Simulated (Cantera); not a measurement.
A closed system holds: 1 mol Hg, 22 mol N₂, equilibrated at 450 K and 0.0120 bar.

Cantera equilibrium calculation (NASA polynomials, part measured and part estimated; ideal gas, pure solids and liquids). Candidate condensed phases: Hg; 3 gas species. Rates play no part.

Task: What is the equilibrium state?

Result: 
```
Property                             Result
--------------------------------  ---------
x(N₂)                                 0.957
x(Hg)                                0.0435
gas amount                        23.00 mol
log10 activity of Hg(l) (absent)      -1.30
```
